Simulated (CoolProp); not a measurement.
Properties of toluene at several states (Tc = 318.6 °C, pc = 4.126 MPa, ω = 0.266).

Values from CoolProp's reference Helmholtz-energy equation of state, Lemmon 2006. It is a short technical equation, of lower accuracy than the large ones.

| T (°C) | p (MPa) | phase | Z | cp (kJ/(kg K)) | Joule-Thomson coefficient (K/MPa) | isothermal compressibility (1/MPa) | conductivity (mW/(m K)) |
|---|---|---|---|---|---|---|---|
| 8.75 | 2.08 | liquid | 0.09305 | 1.649 | -0.4868 | 0.0008072 | 135 |
| 135.85 | 16.1 | liquid | 0.5619 | 2.053 | -0.3246 | 0.001670 | 109 |
| 148.45 | 14.3 | liquid | 0.4932 | 2.100 | -0.2982 | 0.001898 | 106 |
| 55.55 | 0.0173 | liquid | 0.0006998 | 1.803 | -0.4152 | 0.001155 | 122 |
| 310.65 | 0.13 | gas | 0.9878 | 2.098 | 7.829 | 7.788 | 39.2 |
| 123.55 | 4.84 | liquid | 0.1750 | 2.038 | -0.3078 | 0.001862 | 106 |

Thermal conductivity comes from a separate model (Assael 2012).
